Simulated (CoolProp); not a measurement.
Ammonia at several states: Z from the reference equation and from simpler models built on Tc = 132.4 °C, pc = 113.6 bar, ω = 0.256; each cubic takes its own stable root.

Values from CoolProp's reference Helmholtz-energy equation of state, Gao 2020.

```csv
T (°C),p (bar),phase,reference
447.35,355,supercritical,0.9231
53.95,288,liquid,0.3070
326.95,243,supercritical,0.8367
422.45,17.2,gas,0.9935
```

### Question
How far does each simpler model (van der Waals, Redlich-Kwong, Soave-Redlich-Kwong, Peng-Robinson) lie from the reference over these 4 states: mean and median of the absolute difference, and the worst?

### Answer
- van der Waals: mean 23.3 %, median 7.4 %, worst +78.0 % at 53.95 °C and 288 bar
- Redlich-Kwong: mean 8.6 %, median 2.3 %, worst +29.6 % at 53.95 °C and 288 bar
- Soave-Redlich-Kwong: mean 10.2 %, median 7.3 %, worst +25.9 % at 53.95 °C and 288 bar
- Peng-Robinson: mean 4.5 %, median 3.1 %, worst +11.7 % at 53.95 °C and 288 bar
